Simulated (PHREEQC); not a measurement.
Solution (25 °C): 0.0022 mol NH4HF2, 0.017 mol CaBr2 and 0.00013 mol H2SeO4 per kg of water. It is in equilibrium with CO2 at log p = 0 (atm). Otherwise closed; pH follows from the charge balance.

Equilibrium calculation in PHREEQC: ion-association model, wateq4f.dat.

This is a speciation only: nothing precipitates in the calculation.

Question: Order these F species by the share of F that they hold, largest first: HF2-, HF, F-, CaF+, H2F2.

Answer: F- (55 %), HF (40 %), CaF+ (3.7 %), HF2- (0.75 %), H2F2 (0.37 %)

The pH is 3.22 and the ionic strength 0.0537 mol/kgw. The solution is supersaturated, for example in Fluorite, so a real one may precipitate; this is no full list.
